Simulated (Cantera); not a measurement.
## Catalytic stagnation flow on Pt

A jet of CH4 : O2 : N2 = 0.024 : 0.16 : 0.79 (molar parts) at 300 K and 0.110 bar hits a platinum plate 2.4 cm away at a mass flux of 0.072 kg/m²/s; the plate temperature is set and raised in steps from an oxygen-covered start.

Computed with Cantera and Deutschmann's 1995 Pt surface mechanism with GRI-Mech 3.0 gas chemistry. Catalytic surfaces can have several steady states; this one follows from the mechanism file's or the stated starting coverage.

```
plate T (K)  wall x CH4  wall x O2  wall x H2O  wall x OH  wall x CO  wall x CO2  θ free Pt   θ O*     θ OH*
-----------  ----------  ---------  ----------  ---------  ---------  ----------  ---------  -----  --------
900              0.0192      0.153      0.0102    2.00e-8    6.75e-6     0.00662      0.175  0.824  0.000847
950              0.0159      0.146      0.0164    6.83e-8    7.70e-6      0.0107      0.238  0.761  0.000984
1000             0.0127      0.139      0.0223    1.97e-7    8.28e-6      0.0146      0.304  0.695   0.00103
1050             0.0100      0.133      0.0271    4.95e-7    8.69e-6      0.0178      0.371  0.628   0.00101
1100            0.00804      0.129      0.0307    1.11e-6    9.11e-6      0.0201      0.438  0.561  0.000947
```
x: mole fraction at the wall; θ: surface coverage.
